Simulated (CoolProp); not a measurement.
Propane along the isobar 13000 kPa: Z from the reference equation and from simpler models built on Tc = 369.9 K, pc = 4251 kPa, ω = 0.152; each cubic takes its own stable root.

The numbers come from the reference Helmholtz-energy equation of state, Lemmon 2009 in CoolProp.

| T (K) | phase | reference |
|---|---|---|
| 143.3 | liquid | 0.7071 |
| 172.9 | liquid | 0.6118 |
| 202.5 | liquid | 0.5466 |
| 232.1 | liquid | 0.5008 |
| 261.6 | liquid | 0.4688 |
| 291.2 | liquid | 0.4476 |
| 320.8 | liquid | 0.4360 |
| 350.3 | liquid | 0.4349 |
| 379.9 | supercritical | 0.4475 |
| 409.5 | supercritical | 0.4808 |
| 439.1 | supercritical | 0.5437 |
| 468.6 | supercritical | 0.6270 |

Question: How far does each simpler model (van der Waals, Peng-Robinson) lie from the reference over these 12 states: mean and median of the absolute difference, and the worst?

Answer: 
- van der Waals: mean 39.2 %, median 45.4 %, worst +57.4 % at 143.3 K and 13000 kPa
- Peng-Robinson: mean 4.6 %, median 5.1 %, worst -7.1 % at 261.6 K and 13000 kPa
